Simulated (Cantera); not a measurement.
Input: 1 mol B₂O₃, 27 mol H₂, held at 1948.15 K and 0.00150 bar.

Equilibrium computed with Cantera from the NASA thermochemical tables; the gas is ideal and each condensed phase is pure. Equilibrium is a limit: real reactors are often held back by kinetics, nucleation or transport.

| species | before | after |
|---|---|---|
| H₂ | 0.908 | 0.935 |
| HBO | 0.0191 | 0.0238 |
| HBO₂ | 0.0211 | 0.0208 |
| H | 0.0278 | 0.00273 |
| BO | 0.00895 | 0.00106 |
| B₂O₃ | 0.00924 | 0.0110 |
| OH | 1.28e-5 | 1.00e-6 |
| BO₂ | 7.08e-5 | 6.67e-6 |
| B₂O₂ | 0.00119 | 0.00178 |
| H₂O | 0.00463 | 0.00378 |
Gas species are given as mole fractions.

Question: Which change was made?
A) pressure from 0.00150 bar to 0.160 bar
B) temperature from 1948.15 K to 1523.15 K
C) pressure from 0.00150 bar to 1.00 bar
D) pressure from 0.00150 bar to 0.000530 bar

Answer: A, pressure from 0.00150 bar to 0.160 bar
